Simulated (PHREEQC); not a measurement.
Dissolve 0.12 mol ZnCl2, 0.012 mol KCl and 0.35 mol FeSO4 per kg of water at 25 °C. Closed to the air; pH follows from the charge balance.

The numbers come from PHREEQC with the ion-association model, phreeqc.dat.

**Question.** The ionic strength comes out as 0.974 mol/kgw. What activity coefficients do H+, HSO4-, Cl-, FeHSO4+, Zn+2 get?

**Answer.** H+ 0.74, HSO4- 0.79, Cl- 0.61, FeHSO4+ 0.79, Zn+2 0.17.

Precipitation was switched off in this run. Caution: at this ionic strength the ion-association model is outside its range; a Pitzer model would be the better tool where its parameters exist.
